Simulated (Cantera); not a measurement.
Input (Python, Cantera) and output of one run.

```python
import numpy as np
import cantera as ct

gas_names = """
    H HNO HNO2 HNO3 HO2 H2 H2O H2O2 N NH NH2 NH3 NH2OH NO NO2 NO3 N2 N2H2 N2H4 N2O O OH O2 O3 Si SiH
    SiH2 SiH3 SiH4 SiN SiO SiO2 Si2 Si2N Si3
""".split()
cond_names = """
    H2O(s) H2O(L) Si(cr) Si(L) SiO2(Lqz) SiO2(hqz) SiO2(L) Si2N2O(s) Si3N4(a)
""".split()


# ... load() reads the species with a 1 bar reference pressure and builds the phases ...
atoms = {
    'Si': {'Si': 1},
    'H2O': {'H': 2, 'O': 1},
    'N2': {'N': 2},
}
top_T = {'Si2N2O(s)': 2100, 'Si3N4(a)': 2400}  # K; cautious upper limits of use, not melting points


# ... equilibrate(T, P, feed) seeds the gas with the atoms and calls Mixture.equilibrate('TP', solver="vcs", rtol=1e-11, max_steps=5000) ...
results = []
feed = {'Si': 1, 'H2O': 1.1, 'N2': 190}  # mol
P = 210000  # Pa
for T in [1575, 1600, 1625, 1650, 1675, 1700, 1725, 1750, 1775, 1800]:
    mix = equilibrate(T, P, feed)
    results.append((T, P, feed, dict(zip(mix.species_names, mix.species_moles))))
    x = sorted(zip(gas.X, gas.species_names), reverse=True)
    print(f"T = {T:g} K  P = {P:g} Pa  gas = {mix.phase_moles(0):.4g} mol")
    print("   x: " + "  ".join(f"{s} {v:.3e}" for v, s in x if v > 1e-06))
    print("   condensed (mol): " + ("  ".join(f"{mix.phase(i).name} {mix.phase_moles(i):.4g}"
          for i in range(1, mix.n_phases) if mix.phase_moles(i) > 1e-12) or "none"))
```

Output:

```
T = 1575 K  P = 210000 Pa  gas = 190.8 mol
   x: N2 9.942e-01  H2 5.757e-03  H2O 6.593e-06  SiO 5.607e-06  H 2.176e-06
   condensed (mol): SiO2(hqz) 0.3988  Si2N2O(s) 0.3001
T = 1600 K  P = 210000 Pa  gas = 190.8 mol
   x: N2 9.942e-01  H2 5.757e-03  SiO 1.018e-05  H2O 6.909e-06  H 2.847e-06
   condensed (mol): SiO2(hqz) 0.3985  Si2N2O(s) 0.2998
T = 1625 K  P = 210000 Pa  gas = 190.8 mol
   x: N2 9.942e-01  H2 5.756e-03  SiO 1.813e-05  H2O 7.229e-06  H 3.694e-06
   condensed (mol): SiO2(hqz) 0.3979  Si2N2O(s) 0.2993
T = 1650 K  P = 210000 Pa  gas = 190.8 mol
   x: N2 9.942e-01  H2 5.755e-03  SiO 3.172e-05  H2O 7.553e-06  H 4.756e-06
   condensed (mol): SiO2(hqz) 0.397  Si2N2O(s) 0.2985
T = 1675 K  P = 210000 Pa  gas = 190.8 mol
   x: N2 9.942e-01  H2 5.754e-03  SiO 5.455e-05  H2O 7.880e-06  H 6.078e-06
   condensed (mol): SiO2(hqz) 0.3955  Si2N2O(s) 0.297
T = 1700 K  P = 210000 Pa  gas = 190.8 mol
   x: N2 9.941e-01  H2 5.752e-03  SiO 9.223e-05  H2O 8.203e-06  H 7.712e-06
   condensed (mol): SiO2(L) 0.3931  Si2N2O(s) 0.2947
T = 1725 K  P = 210000 Pa  gas = 190.8 mol
   x: N2 9.941e-01  H2 5.751e-03  SiO 1.532e-04  H 9.719e-06  H2O 8.489e-06
   condensed (mol): SiO2(L) 0.3892  Si2N2O(s) 0.2908
T = 1750 K  P = 210000 Pa  gas = 190.9 mol
   x: N2 9.940e-01  H2 5.748e-03  SiO 2.506e-04  H 1.217e-05  H2O 8.773e-06
   condensed (mol): SiO2(L) 0.3829  Si2N2O(s) 0.2846
T = 1775 K  P = 210000 Pa  gas = 190.9 mol
   x: N2 9.938e-01  H2 5.745e-03  SiO 4.040e-04  H 1.514e-05  H2O 9.055e-06
   condensed (mol): SiO2(L) 0.3731  Si2N2O(s) 0.2749
T = 1800 K  P = 210000 Pa  gas = 191 mol
   x: N2 9.936e-01  H2 5.741e-03  SiO 6.425e-04  H 1.872e-05  H2O 9.334e-06
   condensed (mol): SiO2(L) 0.3579  Si2N2O(s) 0.2597
```

Equilibrium computed with Cantera from the NASA thermochemical tables; the gas is ideal and each condensed phase is pure. Mutual solubility and eutectic melting of coexisting phases are not modelled. The tables hold silica as quartz up to 1696 K and as liquid above; real silica turns to tridymite and cristobalite and melts near 1996 K.
